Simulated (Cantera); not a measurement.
Input: 1 mol TiCl4, 17 mol H2O, equilibrated at 1050 K and 1.00 Torr.

Equilibrium computed with Cantera from the NASA thermochemical tables; the gas is ideal and each condensed phase is pure. Candidate condensed phases: H2O, Ti, TiCl2, TiCl3, TiCl4, TiO, TiO2, Ti2O3, Ti3O5, Ti4O7; 23 gas species. Condensed phases not in the tables: TiOCl. The numbers say what is thermodynamically allowed, not how fast it happens.

Base state: H2O 0.789, HCl 0.211, Cl 1.42e-5 (mole fractions); condensed: TiO2(rutile).

### Question
What changes in the equilibrium state with this change: temperature from 1050 K to 1500 K?

### Answer
```json
[
 {"species": "H2O", "before": "0.789", "after": "0.787"},
 {"species": "HCl", "before": "0.211", "after": "0.208"},
 {"species": "H2", "before": "9.08e-6", "after": "0.00193"},
 {"species": "H", "before": "<1e-9", "after": "2.12e-5"},
 {"species": "OH", "before": "1.86e-7", "after": "0.000247"},
 {"species": "O2", "before": "7.42e-7", "after": "0.000446"},
 {"species": "TiO2(rutile), mol", "before": "1.00", "after": "1.00"}
]
```
